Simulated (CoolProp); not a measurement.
Vapour-liquid equilibrium of isobutane (1) + n-butane (2) at 1.65 MPa; x and y are mole fractions of (1).

Model: multi-fluid Helmholtz-energy mixture model, Bücker 2006 and Bücker 2006; pair parameters Kunz 2012, in CoolProp.

```
x     bubble temperature (K)  y at the bubble point  dew temperature at overall composition x (K)  liquid density (mol/L)
----  ----------------------  ---------------------  --------------------------------------------  ----------------------
0.05                   376.5                  0.058                                         376.6                   7.902
0.2                    374.4                  0.228                                         374.7                   7.883
0.35                   372.3                  0.389                                         372.8                   7.862
0.5                    370.2                  0.542                                         370.8                   7.839
0.65                   368.2                  0.688                                         368.7                   7.814
0.8                    366.1                  0.827                                         366.5                   7.788
0.95                   364.1                  0.958                                         364.2                   7.761
```

No azeotrope shows between x = 0.05 and 0.95.

Pair parameters are fitted to limited data, so mixtures are less certain than the pure fluids.
